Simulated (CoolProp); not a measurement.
The numbers come from the reference Helmholtz-energy equation of state, Gao 2016 in CoolProp.

**Question.** For sulfur dioxide, give the phase and the density (kg/m³), cv (kJ/(kg K)), isothermal compressibility (1/MPa), expansivity (1/kK) at 279.6 K and 59.4 bar; 230.9 K and 0.697 bar.

**Answer.** 
- 279.6 K and 59.4 bar: liquid; density 1430, cv 0.815, isothermal compressibility 0.00120, expansivity 1.83
- 230.9 K and 0.697 bar: liquid; density 1540, cv 0.843, isothermal compressibility 0.000774, expansivity 1.64
